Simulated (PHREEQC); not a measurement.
Dissolve 0.63 mol HF, 0.00035 mol NaF and 0.13 mol HCl per kg of water at 20 °C. Closed to the air; pH follows from the charge balance.

Model: ion-association model, wateq4f.dat, run in PHREEQC.

No solid was allowed to form.

### Question
Order these F species by the share of F that they hold, largest first: F-, HF, H2F2, HF2-.

### Answer
H2F2 (60 %), HF (39 %), HF2- (0.66 %), F- (0.36 %)

The pH is 0.96 and the ionic strength 0.134 mol/kgw. Species that the database lacks are ignored. wateq4f.dat counts part of the HF as a dimer, H2F2, which phreeqc.dat doesn't know; its constant is uncertain.
